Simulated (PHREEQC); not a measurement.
0.24 g of hydrous ferric oxide (600 m²/g; 0.2 weak and 0.005 strong sites per Fe, Dzombak-Morel constants, diffuse double layer) in 1 kg of water with 0.01 mol/kgw of an inert sodium salt, at 25 °C; the pH is set by adding NaOH or the inert anion's acid. Oxygen alone is held at its pressure in air (log pO2 = -0.68). CO2 from the air is kept out. No solid was allowed to form.

All values are PHREEQC results (ion-association model, wateq4f.dat), not measurements.

```tsv
pH	surface charge σ (C/m²)	surface potential ψ (mV)
3	0.325	203
3.5	0.275	196
4	0.217	185
4.5	0.161	170
5	0.113	152
5.5	0.077	132
6	0.050	110
6.5	0.030	86
7	0.017	61
7.5	0.008	34
8	0.001	6
8.5	-0.005	-22
9	-0.013	-49
```

The oxide is taken as insoluble; below pH 4 it would dissolve.
